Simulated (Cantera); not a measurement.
Cantera run:

```python
import numpy as np
import cantera as ct

gas_names = """
    H H2 N NH NH2 NH3 N2 N2H2 N2H4 V VN
""".split()
cond_names = """
    V(cr) V(L) VN(s)
""".split()


# ... load() reads the species with a 1 bar reference pressure and builds the phases ...
atoms = {
    'V': {'V': 1},
    'N2': {'N': 2},
    'H2': {'H': 2},
}
top_T = {'VN(s)': 2300}  # K; cautious upper limits of use, not melting points


# ... equilibrate(T, P, feed) seeds the gas with the atoms and calls Mixture.equilibrate('TP', solver="vcs", rtol=1e-11, max_steps=5000) ...
results = []
feed = {'V': 1, 'N2': 0.39, 'H2': 180}  # mol
P = 101325  # Pa
for T in [848, 1048, 1248, 1448, 1648, 1848, 2048, 2248, 2448, 2648, 2848]:
    mix = equilibrate(T, P, feed)
    results.append((T, P, feed, dict(zip(mix.species_names, mix.species_moles))))

top = {s: max(r[3][s] / sum(r[3][g] for g in gas_names) for r in results) for s in gas_names}
cols = sorted((s for s in top if top[s] > 0.001), key=lambda s: -top[s])[:8]
seen = [c for c in cond_names if any(r[3].get(c, 0) > 1e-12 for r in results)]
print("log10 of partial pressures in bar; condensed amounts in mol")
print(f"{'T/K':>10s}" + "".join(f"{s[:9]:>10s}" for s in cols + seen))
for T, P, feed, n in results:
    ng = sum(n[g] for g in gas_names)
    print(f"{T:10.4g}" + "".join(f"{np.log10(max(n[s] / ng * P / 1e5, 1e-99)):10.3f}" for s in cols)
          + "".join(f"{n.get(c, 0):10.4g}" for c in seen))
```

Result:

```
log10 of partial pressures in bar; condensed amounts in mol
       T/K        H2         H         V        N2     V(cr)      V(L)     VN(s)
       848     0.006   -10.718   -23.776   -17.728      0.22         0      0.78
      1048     0.006    -8.109   -17.738   -12.697      0.22         0      0.78
      1248     0.006    -6.328   -13.644    -9.302      0.22         0      0.78
      1448     0.006    -5.033   -10.689    -6.862    0.2201         0    0.7799
      1648     0.006    -4.048    -8.460    -5.027    0.2234         0    0.7766
      1848     0.005    -3.273    -6.721    -3.597    0.3099         0    0.6901
      2048     0.004    -2.648    -5.330    -2.660    0.9992         0         0
      2248     0.002    -2.133    -4.208    -2.661         0    0.9889         0
      2448    -0.004    -1.703    -3.309    -2.664         0    0.9116         0
      2648    -0.017    -1.341    -2.552    -2.671         0    0.4881         0
      2848    -0.039    -1.035    -2.273    -2.682         0         0         0
```

Method: chemical equilibrium by Gibbs-energy minimisation in Cantera with the NASA 1993 tables (ideal gas, pure condensed phases). Mutual solubility and eutectic melting of coexisting phases are not modelled. VN: taken at fixed stoichiometry. Condensed phases not in the tables: V2N, N, O or C dissolved in the metal.
